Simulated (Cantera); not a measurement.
Charge: 1 mol CH₃Cl, 0.11 mol CH₄, a varied amount of H₂, held at 3223 K and 5.90 Pa.

Equilibrium computed with Cantera from the NASA thermochemical tables; the gas is ideal and each condensed phase is pure. Candidate condensed phases: C, C₆H₆, C₇H₈, C₈H₁₈; 91 gas species. Kinetics and transport are ignored.

x: gas mole fraction; nothing condenses.

```
n(H₂) (mol)    x H         x C        x Cl        x C₂
-----------  -----  ----------  ----------  ----------
0.18         0.647       0.177       0.170     0.00419
0.36         0.667       0.168       0.160     0.00375
0.73         0.702       0.151       0.143     0.00304
1.5          0.755  (withheld)  (withheld)  (withheld)
3            0.818      0.0935      0.0867     0.00117
6            0.880  (withheld)  (withheld)  (withheld)
12           0.928      0.0372      0.0338    0.000185
```

Question: Complete the blanks.

Answer: 
- 6, x C: 0.0621
- 6, x Cl: 0.0570
- 6, x C₂: 0.000515
- 1.5, x C: 0.125
- 1.5, x Cl: 0.117
- 1.5, x C₂: 0.00208
